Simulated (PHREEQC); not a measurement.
**Brine: an equilibrium model**

Consider water at 25 °C with 5.8 mol/kgw NaOH, 0.0423 mol/kgw BaCl2 and 0.069 mol/kgw NaCl. Closed to the air; pH follows from the charge balance.

The numbers come from PHREEQC with the Pitzer model, pitzer.dat.

No solid was allowed to form.

Question: What pH does the model give?

Answer: pH 15.10.

Complexes and solids missing from the database can't appear. In brines, pH and single-ion activities rest on the MacInnes convention.
